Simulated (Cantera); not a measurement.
Feed: 1 mol H2O, 0.035 mol H2, 0.0047 mol SO2, at 1575 °C and 0.000210 bar.

Method: chemical equilibrium by Gibbs-energy minimisation in Cantera with the NASA 1993 tables (ideal gas, pure condensed phases). Candidate condensed phases: H2O, H2SO4, S; 19 gas species. Equilibrium is a limit: real reactors are often held back by kinetics, nucleation or transport.

Base state: H2O 0.912, H2 0.0540, OH 0.0106, O2 0.00941, H 0.00850, SO2 0.00433, O 0.00127, SO 0.000103 (mole fractions); condensed: gas only.

Question: What changes in the equilibrium state with this change: H2 from 0.035 to 3.3 mol?

Answer: 
```json
[
 {"species": "H2", "before": "0.0540", "after": "0.738"},
 {"species": "H2O", "before": "0.912", "after": "0.229"},
 {"species": "H", "before": "0.00850", "after": "0.0314"},
 {"species": "OH", "before": "0.0106", "after": "0.000717"},
 {"species": "O2", "before": "0.00941", "after": "3.18e-6"},
 {"species": "H2S", "before": "8.94e-9", "after": "2.63e-5"},
 {"species": "SH", "before": "1.42e-7", "after": "0.000113"},
 {"species": "S", "before": "9.24e-7", "after": "0.000199"}
]
```
